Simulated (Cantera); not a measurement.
A closed system holds: 1 mol SiH2Cl2, 0.25 mol H2O, equilibrated at 948.15 K and 1.33 mbar.

Cantera equilibrium calculation (NASA polynomials, part measured and part estimated; ideal gas, pure solids and liquids). Candidate condensed phases: H2O, Si, SiO2; 30 gas species. The tables' values for SiCl3 are old estimates; treat these amounts as uncertain. Kinetics and transport are ignored.

Base state: H2 0.678, SiCl4 0.253, HCl 0.0413, SiHCl3 0.0187, SiCl3 0.00536, SiCl2 0.00383, SiH2Cl2 0.000140 (mole fractions); condensed: Si(s) + SiO2(β-quartz).

Question: What changes in the equilibrium state with this change: H2O from 0.25 to 7.8 mol?

Answer: 
```tsv
species	before	after
H2O	<1e-9	0.592
HCl	0.0413	0.204
H2	0.678	0.204
SiCl4	0.253	<1e-9
SiHCl3	0.0187	<1e-9
SiCl3	0.00536	<1e-9
SiCl2	0.00383	<1e-9
SiH2Cl2	0.000140	<1e-9
Si(s), mol	0.379	0
SiO2(β-quartz), mol	0.125	1.00
```

Question: What changes in the equilibrium state with this change: temperature from 948.15 K to 2050 K?

Answer: 
```
species                before     after
-------------------  --------  --------
H2                      0.678     0.326
HCl                    0.0413     0.245
SiCl2                 0.00383     0.234
SiCl4                   0.253   2.30e-6
Si                      <1e-9    0.0325
Cl                      <1e-9    0.0197
SiCl                    <1e-9    0.0120
H                     1.19e-8    0.0355
SiO                   3.97e-8    0.0934
SiHCl3                 0.0187   1.31e-6
SiH                     <1e-9  0.000411
Si2                     <1e-9  0.000213
SiH2                    <1e-9   2.57e-5
Si3                     <1e-9   2.50e-5
SiH2Cl2              0.000140   1.47e-7
Si(s), mol              0.379         0
SiO2(β-quartz), mol     0.125         0
```
The tables' values for SiCl, SiCl3 are old estimates; treat these amounts as uncertain. Gases not in the tables: Si2H6 and higher silanes.
